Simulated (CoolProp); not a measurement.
Vapour-liquid equilibrium of R227EA (1) + isobutene (2) at 319.6 K; x and y are mole fractions of (1).

Computed with CoolProp (multi-fluid Helmholtz-energy mixture model, Lemmon 2016 and Lemmon 2005; pair parameters Bell 2016).

| x | bubble pressure (kPa) | y at the bubble point | dew pressure at overall composition x (kPa) | liquid density (mol/L) |
|---|---|---|---|---|
| 0.05 | 628.6 | 0.139 | 581.2 | 9.800 |
| 0.125 | 708.9 | 0.273 | 620.5 | 9.530 |
| 0.2 | 765.9 | 0.360 | 663.6 | 9.274 |
| 0.275 | 807.2 | 0.425 | 710.3 | 9.035 |
| 0.35 | 837.6 | 0.477 | 759.2 | 8.812 |
| 0.425 | 860.4 | 0.524 | 807.4 | 8.606 |
| 0.5 | 877.2 | 0.569 | 849.4 | 8.419 |
| 0.575 | 888.7 | 0.614 | 879.1 | 8.249 |
| 0.65 | 895.0 | 0.663 | 893.9 | 8.097 |
| 0.725 | 895.6 | 0.717 | 895.2 | 7.961 |
| 0.8 | 889.7 | 0.779 | 886.4 | 7.841 |
| 0.875 | 876.4 | 0.851 | 870.7 | 7.735 |
| 0.95 | 854.8 | 0.935 | 850.5 | 7.641 |

y crosses x between x = 0.65 and 0.725: the model has an azeotrope there.

Pair parameters are fitted to limited data, so mixtures are less certain than the pure fluids.
